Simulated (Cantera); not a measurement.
## Hydrocarbon pyrolysis for carbon deposition

An isothermal, constant-pressure homogeneous reactor starts with C2H6 : N2 = 1 : 180 (molar parts), at 1798 K and 0.530 bar.

Model: GRI-Mech 3.0 (53 species, 325 reactions), integrated in Cantera. GRI-Mech 3.0 stops at C3 and has no aromatics, soot or wall deposition, so with more carbon than oxygen in the feed, carbon stays in small species such as C2H2 where larger ones or solid carbon would form.

```json
[
 {"t (s)": "0.000200", "x C2H6": "1.75e-5", "x H": "0.000275", "x C2H": "1.12e-6", "x H2": "0.00787", "x CH3": "0.000518"},
 {"t (s)": "0.000486", "x C2H6": "3.51e-6", "x H": "0.000141", "x C2H": "6.22e-7", "x H2": "0.00910", "x CH3": "0.000227"},
 {"t (s)": "0.00118", "x C2H6": "1.07e-6", "x H": "8.02e-5", "x C2H": "3.59e-7", "x H2": "0.00958", "x CH3": "0.000120"},
 {"t (s)": "0.00287", "x C2H6": "4.12e-7", "x H": "5.26e-5", "x C2H": "2.35e-7", "x H2": "0.00978", "x CH3": "7.21e-5"},
 {"t (s)": "0.00697", "x C2H6": "2.26e-7", "x H": "4.48e-5", "x C2H": "2.00e-7", "x H2": "0.00995", "x CH3": "5.30e-5"},
 {"t (s)": "0.0169", "x C2H6": "1.30e-7", "x H": "4.54e-5", "x C2H": "2.01e-7", "x H2": "0.0102", "x CH3": "4.03e-5"},
 {"t (s)": "0.0412", "x C2H6": "5.22e-8", "x H": "4.72e-5", "x C2H": "2.07e-7", "x H2": "0.0105", "x CH3": "2.56e-5"},
 {"t (s)": "0.100", "x C2H6": "1.38e-8", "x H": "4.89e-5", "x C2H": "2.13e-7", "x H2": "0.0107", "x CH3": "1.32e-5"},
 {"t (s)": "0.243", "x C2H6": "2.67e-9", "x H": "4.99e-5", "x C2H": "2.16e-7", "x H2": "0.0108", "x CH3": "5.81e-6"},
 {"t (s)": "0.590", "x C2H6": "4.19e-10", "x H": "5.04e-5", "x C2H": "2.18e-7", "x H2": "0.0109", "x CH3": "2.30e-6"},
 {"t (s)": "1.43", "x C2H6": "5.25e-11", "x H": "5.06e-5", "x C2H": "2.19e-7", "x H2": "0.0109", "x CH3": "8.09e-7"},
 {"t (s)": "3.49", "x C2H6": "5.91e-12", "x H": "5.08e-5", "x C2H": "2.19e-7", "x H2": "0.0109", "x CH3": "2.53e-7"},
 {"t (s)": "8.47", "x C2H6": "2.07e-12", "x H": "5.08e-5", "x C2H": "2.19e-7", "x H2": "0.0109", "x CH3": "1.24e-7"},
 {"t (s)": "20.6", "x C2H6": "1.98e-12", "x H": "5.08e-5", "x C2H": "2.19e-7", "x H2": "0.0109", "x CH3": "1.19e-7"},
 {"t (s)": "50.0", "x C2H6": "2.04e-12", "x H": "5.08e-5", "x C2H": "2.19e-7", "x H2": "0.0109", "x CH3": "1.23e-7"}
]
```
x: mole fraction; the columns are a selection and need not sum to one.

Equilibrium at this temperature and pressure: C2H6 <1e-12, H 5.09e-5, C2H 1.17e-8, H2 0.0109, CH3 5.65e-8 (gas phase only).
